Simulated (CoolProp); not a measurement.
Vapour-liquid equilibrium of R22 (1) + R115 (2) at 261.1 K; x and y are mole fractions of (1).

The numbers come from the multi-fluid Helmholtz-energy mixture model, Kamei 1995 and Lemmon 2016; pair parameters Bell 2016 in CoolProp.

```tsv
x	bubble pressure, mixture model (MPa)	bubble pressure, Raoult's law (MPa)	y, mixture model	y, Raoult's law
0.05	0.3197	0.2975	…	0.055
0.15	0.3496	0.3009	0.248	0.164
0.25	0.3657	0.3043	0.335	0.271
0.35	0.3744	0.3077	0.404	0.375
0.45	0.3783	0.3111	0.467	0.477
0.55	0.3782	0.3145	0.533	0.577
0.65	…	0.3179	…	0.674
0.75	…	0.3213	0.695	0.770
0.85	0.3540	0.3247	0.801	0.863
0.95	…	0.3281	0.928	0.955
```

Q: Complete the blanks.

A: 
- 0.05, y, mixture model: 0.111
- 0.65, bubble pressure, mixture model (MPa): 0.3742
- 0.65, y, mixture model: 0.607
- 0.75, bubble pressure, mixture model (MPa): 0.3661
- 0.95, bubble pressure, mixture model (MPa): 0.3385

The largest gap from Raoult's law is +21.7 % in bubble pressure, at x = 0.35. y crosses x between x = 0.45 and 0.55: the model has an azeotrope there.

The pair parameters rest on a limited set of measurements; away from them the model extrapolates.
